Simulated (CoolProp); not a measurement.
A simple Rankine cycle with R123: condensing at 299.15 K, boiler at 0.479 MPa, turbine inlet 499 K, turbine efficiency 0.85, pump efficiency 0.6, no recuperator. Each further row changes one setting.

Computed with CoolProp (reference Helmholtz-energy equation of state, Younglove 1994). It is a modified Benedict-Webb-Rubin equation, recast in Helmholtz form.

```csv
case,thermal efficiency (%),net work (kJ/kg),heat in (kJ/kg),turbine exit temperature (K),volume ratio over the turbine
as stated,10.6,34.3,325,455.1,4.72
condensing temperature 291.15 K,12.1,40.4,333,447.4,6.31
boiler pressure 0.335 MPa,8.4,27.2,326,464.9,3.34
turbine efficiency 0.75,9.3,30.2,325,460.0,4.78
```
